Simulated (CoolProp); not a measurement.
Properties of n-perfluorohexane along the isotherm 176.85 °C.

Computed with CoolProp (reference Helmholtz-energy equation of state, Gao 2022).

```csv
p (kPa),phase,cv (kJ/(kg K)),speed of sound (m/s),Joule-Thomson coefficient (K/MPa),expansivity (1/kK),fugacity coefficient
72.6,gas,0.9835,105.1,7.921,2.341,0.9857
145,gas,0.9845,103.6,[?],2.469,0.9714
218,gas,0.9857,102.0,8.326,2.610,0.9571
290,gas,[?],100.4,8.549,2.762,0.9431
363,gas,0.9881,98.77,8.792,2.933,0.9289
435,gas,0.9894,97.08,9.051,3.118,0.9149
508,gas,0.9907,95.31,9.335,3.327,0.9008
581,gas,0.9922,93.46,9.645,[?],0.8867
653,gas,0.9938,91.58,[?],[?],0.8728
726,gas,0.9954,89.58,[?],4.119,0.8588
798,gas,0.9972,87.53,10.75,4.455,0.8450
871,gas,0.9991,85.36,11.21,4.849,0.8310
```

Task: Some entries are withheld; supply them.

Result: 
- 145, Joule-Thomson coefficient (K/MPa): 8.116
- 290, cv (kJ/(kg K)): 0.9868
- 581, expansivity (1/kK): 3.561
- 653, Joule-Thomson coefficient (K/MPa): 9.978
- 653, expansivity (1/kK): 3.821
- 726, Joule-Thomson coefficient (K/MPa): 10.35
